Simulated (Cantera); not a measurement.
**SiO2 + H2 + H2O (hydrogen reduction and annealing atmospheres)**

Input: 1 mol SiO2, 2100 mol H2, 0.77 mol H2O, equilibrated at 3.60 bar.

Cantera equilibrium calculation (NASA polynomials, part measured and part estimated; ideal gas, pure solids and liquids). Candidate condensed phases: H2O, Si, SiO2; 18 gas species. The tables hold silica as quartz up to 1696 K and as liquid above; real silica turns to tridymite and cristobalite and melts near 1996 K. Equilibrium is a limit: real reactors are often held back by kinetics, nucleation or transport.

| T (K) | log p H2 | log p H | log p H2O | log p SiO | log p OH | log p SiH2 | log p Si | n SiO2(α-quartz) | n SiO2(β-quartz) |
|---|---|---|---|---|---|---|---|---|---|
| 673 | 0.56 | <-11 | -2.88 | <-11 | <-11 | <-11 | <-11 | 1.00 | 0 |
| 873 | 0.56 | -10.05 | -2.88 | <-11 | <-11 | <-11 | <-11 | 0 | 1.00 |
| 1073 | 0.56 | -7.58 | -2.88 | <-11 | <-11 | <-11 | <-11 | 0 | 1.00 |
| 1273 | 0.56 | -5.87 | -2.88 | -8.71 | -11.24 | <-11 | <-11 | 0 | 1.000 |
| 1473 | 0.56 | -4.62 | -2.88 | -5.68 | -9.64 | -9.77 | <-11 | 0 | 0.999 |
| 1673 | 0.56 | -3.67 | -2.78 | -3.49 | -8.32 | -7.25 | -9.22 | 0 | 0.809 |
| 1873 | 0.56 | -2.91 | -2.52 | -2.77 | -7.10 | -6.45 | -7.75 | 0 | 0 |
| 2073 | 0.56 | -2.30 | -2.52 | -2.77 | -6.32 | -6.18 | -6.93 | 0 | 0 |
| 2273 | 0.55 | -1.80 | -2.52 | -2.77 | -5.68 | -5.95 | -6.26 | 0 | 0 |
log p: log10 of the partial pressure in bar; n: condensed amount in mol.

At 673 K the condensed part is SiO2(α-quartz). From 873 K to 1673 K the condensed part is SiO2(β-quartz). From 1873 K to 2273 K nothing is condensed.
